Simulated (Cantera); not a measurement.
# n-butane + NH₃ + H₂ (carbon deposition, reforming and gasification)

Feed: 1 mol n-butane, 0.022 mol NH₃, 0.62 mol H₂, held at 2450 K and 750 Torr.

Method: chemical equilibrium by Gibbs-energy minimisation in Cantera with the NASA 1993 tables (ideal gas, pure condensed phases). Candidate condensed phases: C, C₆H₆, C₇H₈, C₈H₁₈; 92 gas species. Equilibrium is a limit: real reactors are often held back by kinetics, nucleation or transport.

* **x(H₂)**: 0.969
* **x(H)**: 0.0198
* **x(C₂H₂ (acetylene))**: 0.00845
* **x(HCN)**: 0.00184
* **x(N₂)**: 0.000900
* **x(HNC)**: 0.000203
* **x(CH₄)**: 0.000153
* **x(CH₃)**: 5.68e-5
* **x(C₄H₂)**: 3.04e-5
* **n(C(graphite))**: 3.89 mol
* **gas amount**: 5.719 mol
